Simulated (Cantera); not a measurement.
# Si2Cl6 + NH3 + N2 (silicon nitride deposition)

Charge: 1 mol Si2Cl6, 0.19 mol NH3, 49 mol N2, at 0.00140 bar.

These are equilibrium values from Cantera (NASA tables, ideal gas, pure condensed phases), not measurements of a reactor. Candidate condensed phases: NH4Cl, Si, Si3N4; 28 gas species. The feed counts by its element totals alone. The tables' values for SiCl3, SiCl, SiN are old estimates; treat these amounts as uncertain. Kinetics and transport are ignored.

```csv
T (K),x N2,x Cl,x SiCl2,x SiCl4,x HCl,x SiCl3,x Si,n Si3N4(s)
798,0.962,5.34e-11,1.43e-9,0.0269,0.0108,5.83e-7,<1e-12,0.212
898,0.962,2.39e-9,1.67e-7,0.0269,0.0109,9.63e-6,<1e-12,0.213
998,0.962,5.02e-8,7.39e-6,0.0268,0.0110,8.99e-5,<1e-12,0.213
1098,0.962,6.05e-7,0.000161,0.0264,0.0110,0.000550,<1e-12,0.209
1198,0.960,4.74e-6,0.00200,0.0241,0.0110,0.00233,<1e-12,0.187
1298,0.954,2.46e-5,0.0138,0.0152,0.0109,0.00591,1.45e-10,0.0703
1398,0.950,0.000185,0.0213,0.0102,0.0110,0.00714,1.29e-9,0
1498,0.949,0.00143,0.0216,0.00917,0.0110,0.00788,3.24e-9,0
1598,0.944,0.00705,0.0243,0.00629,0.0109,0.00786,1.20e-8,0
1698,0.933,0.0178,0.0306,0.00196,0.0108,0.00550,1.14e-7,0
1798,0.927,0.0243,0.0352,0.000236,0.0107,0.00227,2.20e-6,0
1898,0.925,0.0265,0.0367,2.22e-5,0.0105,0.000777,4.19e-5,0
1998,0.923,0.0290,0.0362,2.58e-6,0.01000,0.000284,0.000556,0
2098,0.915,0.0372,0.0319,4.59e-7,0.00899,0.000121,0.00367,0
```
x: gas mole fraction; n: condensed amount in mol.

From 798 K to 1298 K the condensed part is Si3N4(s). From 1398 K to 2098 K nothing is condensed. The main Si-bearing gas is SiCl4 at 798 K and SiCl2 at 2098 K.
